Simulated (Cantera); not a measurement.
# Formation from one mole of O2

Standard-state values (1 bar) from the NASA 1993 polynomials, evaluated with Cantera. Values are per mole of reaction as written; species without (g) are pure solids or liquids, kept so even where they would boil at 1 bar.

1.143 Ti + O2(g) ⇌ 0.2857 Ti4O7

```
T (K)  ΔH° (kJ)  ΔS° (J/K)  ΔG° (kJ)  log10 K  condensed phases
-----  --------  ---------  --------  -------  ----------------
300      -972.7     -183.5    -917.7   159.78   Ti(α), Ti4O7(s)
1098     -963.8     -170.0    -777.2    36.97   Ti(α), Ti4O7(s)
1148     -963.7     -169.9    -768.7    34.98   Ti(α), Ti4O7(s)
1198     -967.3     -173.0    -760.1    33.14   Ti(β), Ti4O7(s)
1248     -966.4     -172.3    -751.4    31.45   Ti(β), Ti4O7(s)
1298     -965.6     -171.6    -742.8    29.89   Ti(β), Ti4O7(s)
1348     -964.8     -171.0    -734.3    28.45   Ti(β), Ti4O7(s)
1398     -964.0     -170.4    -725.7    27.12   Ti(β), Ti4O7(s)
1448     -963.2     -169.9    -717.2    25.87   Ti(β), Ti4O7(s)
1498     -962.5     -169.4    -708.8    24.71   Ti(β), Ti4O7(s)
1548     -961.8     -168.9    -700.3    23.63   Ti(β), Ti4O7(s)
1598     -961.2     -168.5    -691.9    22.61   Ti(β), Ti4O7(s)
```

4 Li + O2(g) ⇌ 2 Li2O

```tsv
T (K)	ΔH° (kJ)	ΔS° (J/K)	ΔG° (kJ)	log10 K	condensed phases
300	-1197.4	-245.9	-1123.7	195.65	Li(s), Li2O(s)
1098	-1205.7	-274.1	-904.7	43.04	Li(l), Li2O(s)
1148	-1204.2	-272.8	-891.0	40.54	Li(l), Li2O(s)
1198	-1202.7	-271.5	-877.4	38.26	Li(l), Li2O(s)
1248	-1201.1	-270.2	-863.9	36.16	Li(l), Li2O(s)
1298	-1199.4	-268.8	-850.4	34.22	Li(l), Li2O(s)
1348	-1197.6	-267.5	-837.0	32.43	Li(l), Li2O(s)
1398	-1195.8	-266.2	-823.7	30.77	Li(l), Li2O(s)
1448	-1193.9	-264.8	-810.4	29.23	Li(l), Li2O(s)
1498	-1192.0	-263.5	-797.2	27.80	Li(l), Li2O(s)
1548	-1190.0	-262.3	-784.0	26.46	Li(l), Li2O(s)
1598	-1188.0	-261.0	-771.0	25.20	Li(l), Li2O(s)
```

2 Pb + O2(g) ⇌ 2 PbO(g)

| T (K) | ΔH° (kJ) | ΔS° (J/K) | ΔG° (kJ) | log10 K | condensed phases |
|---|---|---|---|---|---|
| 300 | 140.6 | 145.2 | 97.0 | -16.89 | Pb(s) |
| 1098 | 115.4 | 104.4 | 0.8 | -0.04 | Pb(l) |
| 1148 | 114.4 | 103.5 | -4.4 | 0.20 | Pb(l) |
| 1198 | 113.5 | 102.7 | -9.6 | 0.42 | Pb(l) |
| 1248 | 112.6 | 102.0 | -14.7 | 0.62 | Pb(l) |
| 1298 | 111.6 | 101.2 | -19.8 | 0.80 | Pb(l) |
| 1348 | 110.7 | 100.6 | -24.8 | 0.96 | Pb(l) |
| 1398 | 109.8 | 99.9 | -29.8 | 1.11 | Pb(l) |
| 1448 | 108.9 | 99.2 | -34.8 | 1.26 | Pb(l) |
| 1498 | 108.0 | 98.6 | -39.8 | 1.39 | Pb(l) |
| 1548 | 107.0 | 98.0 | -44.7 | 1.51 | Pb(l) |
| 1598 | 106.1 | 97.4 | -49.6 | 1.62 | Pb(l) |

V + O2(g) ⇌ VO2(g)

```json
[
 {"T (K)": "300", "ΔH° (kJ)": "-232.7", "ΔS° (J/K)": "31.1", "ΔG° (kJ)": "-242.0", "log10 K": "42.13"},
 {"T (K)": "1098", "ΔH° (kJ)": "-239.3", "ΔS° (J/K)": "20.2", "ΔG° (kJ)": "-261.5", "log10 K": "12.44"},
 {"T (K)": "1148", "ΔH° (kJ)": "-239.9", "ΔS° (J/K)": "19.7", "ΔG° (kJ)": "-262.5", "log10 K": "11.94"},
 {"T (K)": "1198", "ΔH° (kJ)": "-240.4", "ΔS° (J/K)": "19.3", "ΔG° (kJ)": "-263.5", "log10 K": "11.49"},
 {"T (K)": "1248", "ΔH° (kJ)": "-241.0", "ΔS° (J/K)": "18.8", "ΔG° (kJ)": "-264.4", "log10 K": "11.07"},
 {"T (K)": "1298", "ΔH° (kJ)": "-241.5", "ΔS° (J/K)": "18.4", "ΔG° (kJ)": "-265.4", "log10 K": "10.68"},
 {"T (K)": "1348", "ΔH° (kJ)": "-242.2", "ΔS° (J/K)": "17.9", "ΔG° (kJ)": "-266.3", "log10 K": "10.32"},
 {"T (K)": "1398", "ΔH° (kJ)": "-242.8", "ΔS° (J/K)": "17.4", "ΔG° (kJ)": "-267.2", "log10 K": "9.98"},
 {"T (K)": "1448", "ΔH° (kJ)": "-243.5", "ΔS° (J/K)": "17.0", "ΔG° (kJ)": "-268.0", "log10 K": "9.67"},
 {"T (K)": "1498", "ΔH° (kJ)": "-244.2", "ΔS° (J/K)": "16.5", "ΔG° (kJ)": "-268.9", "log10 K": "9.37"},
 {"T (K)": "1548", "ΔH° (kJ)": "-244.9", "ΔS° (J/K)": "16.0", "ΔG° (kJ)": "-269.7", "log10 K": "9.10"},
 {"T (K)": "1598", "ΔH° (kJ)": "-245.7", "ΔS° (J/K)": "15.5", "ΔG° (kJ)": "-270.5", "log10 K": "8.84"}
]
```
